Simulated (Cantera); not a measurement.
Feed: 1 mol CH3Cl, 0.01 mol Si, held at 7.50 Torr.

Cantera equilibrium calculation (NASA polynomials, part measured and part estimated; ideal gas, pure solids and liquids). Candidate condensed phases: C, C6H6, C7H8, C8H18, Si, SiC; 109 gas species. The tables' values for SiCl, SiCl3 are old estimates; treat these amounts as uncertain. Rates play no part.

Q: At 1977 °C, list the 4 most abundant gas species with their mole fractions, and the condensed phases.

A: H2 0.473, HCl 0.436, H 0.0511, Cl 0.0341. Condensed: C(graphite).
